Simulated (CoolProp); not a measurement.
R404A at 495 K and 2.37 MPa flows at 0.56 m/s in a round tube of 10 mm bore and 45 µm roughness, fully developed (64/Re and Nu = 3.66 if laminar; Colebrook and Gnielinski if turbulent). Each further row changes one setting.

The numbers come from the reference Helmholtz-energy equation of state, Lemmon 2003 in CoolProp. It is a pseudo-pure fit of the blend.

| case | Reynolds number | Darcy friction factor | pressure drop (Pa/m) | heat-transfer coefficient (W/(m² K)) | mass flow (kg/h) |
|---|---|---|---|---|---|
| as stated | 16200 | 0.0346 | 32.4 | 182 | 9.46 |
| velocity 1.12 m/s | 32500 | 0.0323 | 121 | 349 | 18.9 |
| diameter 20 mm | 32500 | 0.0283 | 13.3 | 152 | 37.8 |

Viscosity comes from a separate model (Geller 2000). Thermal conductivity comes from a separate model (Geller 2001).
